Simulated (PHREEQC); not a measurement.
Synthetic water in mmol/kgw, 15 °C, pH 6.04, pe 9.7: Na 0.0203; K 0.000636; Ca 0.107; Mg 0.021; Cl 0.125; S(6) 0.0404; Alkalinity (meq/kgw) 0.0811; Zn 0.000253; Pb 4.18e-05; Si 0.00223; F 4.48e-05; N(5) 0.00201; Li 8.5e-05.

Valence states are taken as typed.

Computed with PHREEQC (ion-association model, wateq4f.dat).

Each row changes one thing in this solution. This is a speciation only: nothing precipitates in the calculation.

| case | CO2 (mol/kgw) | CaSO4 (mol/kgw) | CaHCO3+ (mol/kgw) | Pb+2 (mol/kgw) | CO3-2 (mol/kgw) | HSO4- (mol/kgw) | SI of Quartz (SiO2) | SI of Cerrusite (PbCO3) |
|---|---|---|---|---|---|---|---|---|
| as made | 0.000191 | 6.32e-7 | 8.36e-8 | 3.63e-8 | 3.60e-9 | 2.66e-9 | -1.52 | -2.71 |
| Li from 8.5e-05 to 0.00017 mmol/kgw | 0.000191 | 6.32e-7 | 8.36e-8 | 3.63e-8 | 3.60e-9 | 2.66e-9 | -1.52 | -2.71 |
| Ca from 0.107 to 0.214 mmol/kgw | 0.000190 | 1.20e-6 | 1.64e-7 | … | 3.64e-9 | 2.58e-9 | -1.52 | … |
| pH from 6.04 to 7.04 at the same alkalinity | 1.89e-5 | 6.32e-7 | 8.26e-8 | 2.33e-8 | 3.55e-8 | 2.66e-10 | -1.52 | -1.91 |
| pH from 6.04 to 6.34 at the same alkalinity | 9.53e-5 | 6.32e-7 | 8.31e-8 | 3.42e-8 | 7.13e-9 | 1.33e-9 | -1.52 | -2.44 |

What belongs in the gaps?


- Ca from 0.107 to 0.214 mmol/kgw, Pb+2 (mol/kgw): 3.64e-8
- Ca from 0.107 to 0.214 mmol/kgw, SI of Cerrusite (PbCO3): -2.72

SiF6-2 is the database's only silicon fluoride.
